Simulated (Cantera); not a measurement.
A perfectly stirred reactor is fed with CO : H2 : CH4 : O2 : N2 : CO2 = 1 : 0.031 : 0.065 : 0.497 : 1.4 : 0.075 (molar parts), equivalence ratio 1.3, at 4.93 atm; it is adiabatic with a 750 K inlet, and is followed from long to short residence time, starting on the burning branch (τ in s: 0.14, 0.042, 0.013, 0.0039, 0.0012, 0.00036, 0.00011, 3.3e-05, 1e-05).

Detailed kinetics in Cantera: GRI-Mech 3.0 (53 species, 325 reactions).

### Question
Predict: blow-out, bracketed by the residence times tried; x(CO) at τ = 0.140 s; x(H2) at τ = 0.140 s; x(CH4) at τ = 0.140 s; x(H2O) at τ = 0.140 s; x(CO) at τ = 1.20 ms; x(H2) at τ = 1.20 ms; x(CH4) at τ = 1.20 ms; x(H2O) at τ = 1.20 ms.

### Answer
| Property | Result |
|---|---|
| blow-out, bracketed by the residence times tried | burning at 10.0 µs, the shortest tried |
| x(CO) at τ = 0.140 s | 0.134 |
| x(H2) at τ = 0.140 s | 0.00361 |
| x(CH4) at τ = 0.140 s | 3.56e-8 |
| x(H2O) at τ = 0.140 s | 0.0510 |
| x(CO) at τ = 1.20 ms | 0.141 |
| x(H2) at τ = 1.20 ms | 0.00385 |
| x(CH4) at τ = 1.20 ms | 3.37e-6 |
| x(H2O) at τ = 1.20 ms | 0.0497 |
